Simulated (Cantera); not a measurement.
Charge: 1 mol Pb, 9.4 mol CO, 1.5 mol N2, 1.8 mol O2, at 10.5 Torr.

Method: chemical equilibrium by Gibbs-energy minimisation in Cantera with the NASA 1993 tables (ideal gas, pure condensed phases). Candidate condensed phases: C, Pb, PbO, PbO2, Pb3O4; 27 gas species. Kinetics and transport are ignored.

**Question.** At 1375 K, list the 5 most abundant gas species with their mole fractions, and the condensed phases.

**Answer.** CO 0.487, CO2 0.303, N2 0.126, Pb 0.0840, PbO 1.67e-5. Condensed: gas only.
